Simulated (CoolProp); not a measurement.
Dimethyl carbonate along the isotherm 444.3 K: density (kg/m³) from the reference equation and from simpler models built on Tc = 557.0 K, pc = 49.09 bar, ω = 0.346; each cubic takes its own stable root.

Values from CoolProp's reference Helmholtz-energy equation of state, Zhou 2011.

| p (bar) | phase | reference |
|---|---|---|
| 30.7 | liquid | 854.4 |
| 61.4 | liquid | 863.3 |
| 92 | liquid | 871.5 |
| 123 | liquid | 879.1 |
| 153 | liquid | 886.0 |
| 184 | liquid | 892.7 |
| 215 | liquid | 899.0 |
| 245 | liquid | 904.8 |
| 276 | liquid | 910.5 |
| 307 | liquid | 915.9 |
| 337 | liquid | 921.0 |
| 368 | liquid | 926.0 |
| 399 | liquid | 930.8 |
| 430 | liquid | 935.4 |
| 460 | liquid | 939.7 |
| 491 | liquid | 944.0 |

Q: How far does each simpler model (van der Waals, Soave-Redlich-Kwong, Peng-Robinson) lie from the reference over these 16 states: mean and median of the absolute difference, and the worst?

A: 
- van der Waals: mean 36.0 %, median 35.3 %, worst -41.0 % at 444.3 K and 30.7 bar
- Soave-Redlich-Kwong: mean 9.1 %, median 8.8 %, worst -11.5 % at 444.3 K and 30.7 bar
- Peng-Robinson: mean 2.1 %, median 2.4 %, worst +2.9 % at 444.3 K and 491 bar
